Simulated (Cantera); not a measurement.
Feed: 1 mol CuO, 0.57 mol F₂, at 477 °C and 0.240 Torr.

Cantera equilibrium calculation (NASA polynomials, part measured and part estimated; ideal gas, pure solids and liquids). Candidate condensed phases: Cu, CuF₂, CuO, Cu₂O; 13 gas species. Equilibrium is a limit: real reactors are often held back by kinetics, nucleation or transport.

Base state: O₂ 1.000 (mole fractions); condensed: CuF₂(s) + CuO(s).

Q: What changes in the equilibrium state with this change: temperature from 477 °C to 1100 °C?

A: 
| species | before | after |
|---|---|---|
| CuF | 1.33e-8 | 0.573 |
| O₂ | 1.000 | 0.333 |
| CuF₂ | 1.24e-6 | 0.0932 |
| F | <1e-9 | 0.000229 |
| Cu | <1e-9 | 9.63e-5 |
| O | <1e-9 | 1.99e-5 |
| CuF₂(s), mol | 0.570 | 0 |
| CuO(s), mol | 0.430 | 0 |
